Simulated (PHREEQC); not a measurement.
**Buffer (model solution)**

Consider water at 20 °C with 1.28 mmol/kgw H3PO4 and 0.038 mmol/kgw Na2CO3. Closed to the air; pH follows from the charge balance.

Model: ion-association model, phreeqc.dat, run in PHREEQC.

```yaml
pH: 2.99
ionic_strength: 0.00113 mol/kgw
specific_conductance: 352 µS/cm
total_alkalinity: -1.20 meq/kg
```

| species | molality | activity | log γ |
|---|---|---|---|
| H2PO4- | 0.00113 | 0.00109 | -0.016 |
| H+ | 0.00105 | 0.00102 | -0.015 |
| H3PO4 | 0.000153 | 0.000153 | 0.000 |
| Na+ | 7.60e-5 | 7.32e-5 | -0.016 |
| CO2 | 3.80e-5 | 3.80e-5 | 0.000 |
| HPO4-2 | 7.49e-8 | 6.46e-8 | -0.064 |
| HCO3- | 1.61e-8 | 1.55e-8 | -0.016 |

No solid was allowed to form. Complexes and solids missing from the database can't appear.
